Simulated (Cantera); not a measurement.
Input: 1 mol CO₂, 2.8 mol O₂, 0.74 mol H₂, equilibrated at 648.15 K and 101000 Pa.

Cantera equilibrium calculation (NASA polynomials, part measured and part estimated; ideal gas, pure solids and liquids). Candidate condensed phases: C, C₆H₆, C₇H₈, C₈H₁₈, H₂O; 110 gas species. Kinetics and transport are ignored.

Base state: O₂ 0.583, CO₂ 0.240, H₂O 0.177 (mole fractions); condensed: gas only.

Question: What changes in the equilibrium state with this change: temperature from 648.15 K to 2698.15 K?

Answer: 
| species | before | after |
|---|---|---|
| O₂ | 0.583 | 0.552 |
| CO₂ | 0.240 | 0.204 |
| H₂O | 0.177 | 0.146 |
| OH | <1e-9 | 0.0394 |
| CO | <1e-9 | 0.0265 |
| O | <1e-9 | 0.0264 |
| H | <1e-9 | 0.00298 |
| H₂ | <1e-9 | 0.00283 |
| HO₂ | <1e-9 | 5.79e-5 |

Question: What changes in the equilibrium state with this change: temperature from 648.15 K to 3198 K?

Answer: 
| species | before | after |
|---|---|---|
| O₂ | 0.583 | 0.453 |
| O | <1e-9 | 0.143 |
| CO₂ | 0.240 | 0.102 |
| CO | <1e-9 | 0.0979 |
| OH | <1e-9 | 0.0860 |
| H | <1e-9 | 0.0278 |
| H₂O | 0.177 | 0.0808 |
| H₂ | <1e-9 | 0.00999 |
| HO₂ | <1e-9 | 9.56e-5 |
